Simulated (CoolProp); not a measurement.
1,2-dichloroethane at several states: density (kg/m³) from the reference equation and from simpler models built on Tc = 561.6 K, pc = 5226 kPa, ω = 0.269; each cubic takes its own stable root.

Model: reference Helmholtz-energy equation of state, Thol 2015, in CoolProp.

```json
[
 {"T (K)": "417.9", "p (kPa)": "8090", "phase": "liquid", "reference": "1070"},
 {"T (K)": "457.6", "p (kPa)": "112", "phase": "gas", "reference": "2.956"},
 {"T (K)": "333", "p (kPa)": "369", "phase": "liquid", "reference": "1194"}
]
```

### Question
How far does each simpler model (van der Waals, Redlich-Kwong, Soave-Redlich-Kwong, Peng-Robinson) lie from the reference over these 3 states: mean and median of the absolute difference, and the worst?

### Answer
- van der Waals: mean 46.4 %, median 39.9 %, worst -98.8 % at 333 K and 369 kPa
- Redlich-Kwong: mean 10.2 %, median 15.2 %, worst -15.3 % at 333 K and 369 kPa
- Soave-Redlich-Kwong: mean 8.3 %, median 12.1 %, worst -12.6 % at 333 K and 369 kPa
- Peng-Robinson: mean 0.7 %, median 0.7 %, worst -1.4 % at 333 K and 369 kPa

At some of these states van der Waals gives the other phase, because its saturation line lies elsewhere.
